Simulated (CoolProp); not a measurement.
The numbers come from the reference Helmholtz-energy equation of state, Thol 2016 in CoolProp.

Q: For R1234ze(E), give the phase and the Z, speed of sound (m/s), viscosity (µPa s) at 281.7 K and 28.1 bar; 327.8 K and 28.1 bar; 343.2 K and 28.1 bar.

A: 
- 281.7 K and 28.1 bar: liquid; Z 0.112, speed of sound 628, viscosity 240
- 327.8 K and 28.1 bar: liquid; Z 0.110, speed of sound 428, viscosity 137
- 343.2 K and 28.1 bar: liquid; Z 0.112, speed of sound 353, viscosity 112

Viscosity comes from a separate model (Bell 2016), an estimate that may be off by 10 % or more.
